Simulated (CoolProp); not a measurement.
m-xylene along the isotherm 346.85 °C: fugacity coefficient from the reference equation and from simpler models built on Tc = 343.7 °C, pc = 3.535 MPa, ω = 0.326; each cubic takes its own stable root.

Values from CoolProp's reference Helmholtz-energy equation of state, Zhou 2012.

| p (MPa) | phase | reference | Redlich-Kwong | Peng-Robinson |
|---|---|---|---|---|
| 0.0559 | gas | 0.9943 | 0.9947 | 0.9941 |
| 0.115 | gas | 0.9883 | 0.9891 | 0.9879 |
| 0.236 | gas | 0.9762 | 0.9777 | 0.9752 |
| 0.484 | gas | 0.9513 | ___ | ___ |
| 0.994 | gas | 0.9010 | 0.9071 | ___ |
| 2.04 | gas | 0.8002 | 0.8118 | ___ |
| 4.19 | supercritical | 0.5754 | 0.5963 | 0.5757 |
| 8.61 | supercritical | ___ | 0.3657 | ___ |
| 17.7 | supercritical | 0.2313 | 0.2626 | 0.2386 |

### Question
Fill in the missing entries.

### Answer

- 0.484, Redlich-Kwong: 0.9544
- 0.484, Peng-Robinson: 0.9496
- 0.994, Peng-Robinson: 0.8978
- 2.04, Peng-Robinson: 0.7954
- 8.61, reference: 0.3386
- 8.61, Peng-Robinson: 0.3455
